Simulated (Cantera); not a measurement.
Charge: 1 mol Al, 7.1 mol F2, 23 mol H2, at 1323 K and 0.133 bar.

Equilibrium computed with Cantera from the NASA thermochemical tables; the gas is ideal and each condensed phase is pure. Candidate condensed phases: Al, AlF3; 18 gas species. Equilibrium is a limit: real reactors are often held back by kinetics, nucleation or transport.

Base state: H2 0.588, HF 0.378, AlF3 0.0332, Al2F6 0.000296 (mole fractions); condensed: gas only.

Problem. What changes in the equilibrium state with this change: H2 from 23 to 0.36 mol?

Solution. 
```
species    before    after
-------  --------  -------
F           <1e-9    0.785
AlF3       0.0332   0.0838
F2          <1e-9   0.0661
H2          0.588    <1e-9
HF          0.378   0.0630
Al2F6    0.000296  0.00189
```

Problem. What changes in the equilibrium state with this change: H2 from 23 to 0.24 mol?

Solution. 
| species | before | after |
|---|---|---|
| F | <1e-9 | 0.803 |
| AlF3 | 0.0332 | 0.0840 |
| F2 | <1e-9 | 0.0691 |
| H2 | 0.588 | <1e-9 |
| HF | 0.378 | 0.0421 |
| Al2F6 | 0.000296 | 0.00190 |
